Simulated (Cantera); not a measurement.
Source: NASA polynomial tables (part measured, part estimated), evaluated in Cantera. Values are per mole of reaction as written; species without (g) are pure solids or liquids, kept so even where they would boil at 1 bar.

Q: Between 300 and 1300 K, where is each reaction favourable under standard conditions?
- CO(g) + Al2O(g) ⇌ 2 Al + CO2(g)
- CO2(g) + 2 Al(g) ⇌ Al2O(g) + CO(g)

A: 
- CO(g) + Al2O(g) ⇌ 2 Al + CO2(g): ΔG° is -84 kJ at 300 K and 76 kJ at 1300 K; it changes sign between 300 and 1075 K. ΔH° is -98 kJ and ΔS° -133 J/K at 1300 K.
- CO2(g) + 2 Al(g) ⇌ Al2O(g) + CO(g): ΔG° is -494 kJ at 300 K and -401 kJ at 1300 K; it stays negative (K > 1). ΔH° is -523 kJ and ΔS° -94 J/K at 1300 K.
